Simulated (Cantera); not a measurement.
Equilibrium for oxide etching and cleaning by halides: CaO + HBr + N2

Feed: 1 mol CaO, 32 mol HBr, 0.5 mol N2, at 1600 K.

These are equilibrium values from Cantera (NASA tables, ideal gas, pure condensed phases), not measurements of a reactor. Candidate condensed phases: Br2, Ca, CaBr2, CaO, Ca(OH)2, H2O; 34 gas species. Equilibrium is a limit: real reactors are often held back by kinetics, nucleation or transport.

```
P (Pa)  log p HBr  log p Br  log p H2  log p H2O  log p CaBr2  log p N2  n CaBr2(l)
------  ---------  --------  --------  ---------  -----------  --------  ----------
1           -5.70     -5.31     -5.62      -6.64        -6.64     -6.94           0
5.20        -4.76     -4.68     -4.99      -5.89        -5.89     -6.19           0
27          -3.88     -4.10     -4.40      -5.15        -5.15     -5.45           0
140         -3.06     -3.55     -3.85      -4.41        -4.41     -4.71           0
720         -2.28     -3.03     -3.33      -3.68        -3.68     -3.98           0
3700        -1.53     -2.53     -2.82      -2.96        -2.96     -3.26           0
19000       -0.79     -2.05     -2.32      -2.24        -2.24     -2.54           0
100000      -0.05     -1.58     -1.79      -1.52        -1.60     -1.82       0.181
```
log p: log10 of the partial pressure in bar; n: condensed amount in mol.

From 1.00 Pa to 19000 Pa nothing is condensed. At 100000 Pa the condensed part is CaBr2(l). The main Ca-bearing gas is CaBr2 throughout.
